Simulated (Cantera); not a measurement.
An isothermal, constant-pressure homogeneous reactor starts with 0.664 % CH₃OH, 0.238 % O₂, 99.1 % N₂, equivalence ratio 4.2, at 1350 K and 1.01 bar.

Cantera simulation using GRI-Mech 3.0 (53 species, 325 reactions); the numbers are that mechanism's predictions, not measurements. GRI-Mech 3.0 was tuned for natural gas; its chemistry of methanol as a main component is partial and can be far from experiment.

x: mole fraction; the columns are a selection and need not sum to one.

```csv
t (s),x CH₃OH,x O₂,x HCN,x H₂O,x CH₂O,x NO₂,x CH₄
0.000600,0.00657,0.00236,1.77e-11,(withheld),6.45e-5,<1e-12,1.41e-6
0.00134,0.00631,0.00231,7.67e-11,(withheld),0.000301,1.12e-11,2.96e-6
0.00298,0.00259,0.00165,8.47e-10,(withheld),0.00187,8.74e-11,5.72e-6
0.00664,7.58e-11,1.05e-6,3.15e-8,(withheld),1.13e-9,<1e-12,4.36e-7
0.0148,<1e-12,3.53e-8,3.75e-8,0.00386,9.48e-11,<1e-12,5.00e-9
0.0329,<1e-12,5.28e-9,3.71e-8,0.00373,5.19e-11,<1e-12,1.67e-9
0.0734,<1e-12,9.36e-10,3.69e-8,0.00368,3.64e-11,<1e-12,1.51e-9
0.164,<1e-12,1.78e-10,3.67e-8,0.00366,2.97e-11,<1e-12,1.62e-9
0.364,<1e-12,3.48e-11,3.65e-8,0.00364,2.68e-11,<1e-12,1.74e-9
0.812,<1e-12,6.91e-12,3.63e-8,0.00364,2.54e-11,<1e-12,1.85e-9
1.81,<1e-12,1.39e-12,3.62e-8,0.00364,2.48e-11,<1e-12,1.94e-9
4.03,<1e-12,<1e-12,3.60e-8,0.00364,2.46e-11,<1e-12,2.01e-9
8.98,<1e-12,<1e-12,3.58e-8,0.00364,2.44e-11,<1e-12,2.08e-9
20.0,<1e-12,<1e-12,3.57e-8,0.00364,2.44e-11,<1e-12,2.15e-9
```

Question: Some entries are withheld; supply them.

Answer: 
- 0.000600, x H₂O: 1.24e-5
- 0.00134, x H₂O: 6.64e-5
- 0.00298, x H₂O: 0.00129
- 0.00664, x H₂O: 0.00424
